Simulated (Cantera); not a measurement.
A closed system holds: 1 mol SiHCl3, 20 mol N2, at 1373.15 K and 0.310 bar.

Method: chemical equilibrium by Gibbs-energy minimisation in Cantera with the NASA 1993 tables (ideal gas, pure condensed phases). Candidate condensed phases: NH4Cl, Si, Si3N4; 28 gas species. N2 is the only nitrogen source here; it is nearly inert below about 1500 K, so the nitride shown seldom forms there in practice. The tables' values for SiCl3 are old estimates; treat these amounts as uncertain. The numbers say what is thermodynamically allowed, not how fast it happens.

Base state: N2 0.930, HCl 0.0411, SiCl4 0.0232, H2 0.00302, SiCl3 0.00198, SiCl2 0.000780, SiHCl3 0.000108 (mole fractions); condensed: Si3N4(s).

### Question
What changes in the equilibrium state with this change: N2 from 20 to 94 mol?

### Answer
```
species          before     after
-------------  --------  --------
N2                0.930     0.984
HCl              0.0411   0.00976
SiCl4            0.0232   0.00480
SiHCl3         0.000108   1.15e-5
H2              0.00302  0.000368
SiCl3           0.00198  0.000602
Si3N4(s), mol     0.149     0.150
```
